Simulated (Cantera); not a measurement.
A closed system holds: 1 mol TiCl4, 0.19 mol H2O, equilibrated at 1650 °C and 750 Torr.

Method: chemical equilibrium by Gibbs-energy minimisation in Cantera with the NASA 1993 tables (ideal gas, pure condensed phases). The tables' values for TiCl2 are old estimates; treat these amounts as uncertain. Kinetics and transport are ignored.

```csv
species,before,after
HCl,0.284,0.468
TiCl4,0.637,0.465
TiCl3,0.0398,0.0335
Cl,0.0327,0.0283
H2,3.82e-5,0.000137
H2O,0.000124,0.000393
H,5.83e-6,1.10e-5
Cl2,0.00361,0.00272
TiOCl2,0.00209,0.00178
TiCl2,1.89e-5,1.83e-5
"TiO2(rutile), mol",0.0935,0.188
```
Gas species are given as mole fractions.

Question: What was changed between the two runs?
(A) temperature from 1650 °C to 877 °C
(B) pressure from 750 Torr to 75.0 Torr
(C) temperature from 1650 °C to 1777 °C
(D) H2O from 0.19 to 0.38 mol

Answer: D, H2O from 0.19 to 0.38 mol
